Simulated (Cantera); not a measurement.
What does this Cantera script print?

```python
import numpy as np
import cantera as ct

gas_names = """
    CL CLO CL2 O O2 O3 Si SiCL SiCL2 SiCL3 SiCL4 SiO SiO2 Si2 Si3
""".split()
cond_names = """
    Si(cr) Si(L) SiO2(Lqz) SiO2(hqz) SiO2(L)
""".split()


# ... load() reads the species with a 1 bar reference pressure and builds the phases ...
atoms = {
    'SiO2': {'Si': 1, 'O': 2},
    'SiCl4': {'Si': 1, 'CL': 4},
}
top_T = {}  # K; cautious upper limits of use, not melting points


# ... equilibrate(T, P, feed) seeds the gas with the atoms and calls Mixture.equilibrate('TP', solver="vcs", rtol=1e-11, max_steps=5000) ...
results = []
feed = {'SiO2': 1, 'SiCl4': 1.8}  # mol
T = 823.15  # K
P = 28000  # Pa
mix = equilibrate(T, P, feed)
results.append((T, P, feed, dict(zip(mix.species_names, mix.species_moles))))
print(gas.report(threshold=0.001))
for i in range(1, mix.n_phases):
    print(f"{mix.phase(i).name:16s} {mix.phase_moles(i):12.5e} mol")
```

Output:

```
       temperature   823.15 K
          pressure   28000 Pa
           density   0.69502 kg/m^3
  mean mol. weight   169.88 kg/kmol
   phase of matter   gas

                          1 kg             1 kmol
                     ---------------   ---------------
          enthalpy       -3.5904e+06       -6.0996e+08  J
   internal energy       -3.6307e+06       -6.1681e+08  J
           entropy            2604.4        4.4246e+05  J/K
    Gibbs function       -5.7343e+06       -9.7417e+08  J
 heat capacity c_p            617.79        1.0495e+05  J/K
 heat capacity c_v            568.85             96639  J/K

                      mass frac. Y      mole frac. X     chem. pot. / RT
                     ---------------   ---------------   ---------------
             SiCL4                 1                 1           -142.34
     [  +14 minor]        1.4981e-08        2.3651e-08

Si(cr)            0.00000e+00 mol
SiO2(Lqz)         1.00000e+00 mol
```

Equilibrium computed with Cantera from the NASA thermochemical tables; the gas is ideal and each condensed phase is pure.
